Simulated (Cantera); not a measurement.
Charge: 1 mol CaO, a varied amount of HCl, 95 mol N2, equilibrated at 0.0100 bar.

These are equilibrium values from Cantera (NASA tables, ideal gas, pure condensed phases), not measurements of a reactor. Candidate condensed phases: Ca, CaCl2, CaO, Ca(OH)2, H2O, NH4Cl; 36 gas species. Mutual solubility and eutectic melting of coexisting phases are not modelled. Condensed phases not in the tables: oxide chlorides. Rates play no part.

Stable condensed phases, one row left out:

```
T in K \ n(HCl) in mol
         3.7 4.5 5.5 6.8 8.4  10  13  16  19  24  29  36  44
   1900    A   A   A   A   A   A   A   A   A   A   A   A   A
   1800    A   A   A   A   A   A   A   A   A   A   A   A   A
   1700    A   A   A   A   A   A   A   A   A   A   A   A   A
   1600    B   A   A   A   A   A   A   A   A   A   A   A   A
   1400    B   B   A   A   A   A   A   A   A   A   A   A   A
   1300    C   C   D   D   D   D   D   D   D   D   D   D   D
   1200    D   D   D   D   D   D   D   D   D   D   D   D   D
   1100    D   D   D   D   D   D   D   D   D   D   D   D   D
   1000    D   D   D   D   D   D   D   D   D   D   D   D   D
```

A: gas only; B: CaO; C: CaCl2 + CaO; D: CaCl2.

### Question
Give the row for 1500 K.

### Answer
3.7: CaO; 4.5: gas only; 5.5: gas only; 6.8: gas only; 8.4: gas only; 10: gas only; 13: gas only; 16: gas only; 19: gas only; 24: gas only; 29: gas only; 36: gas only; 44: gas only.
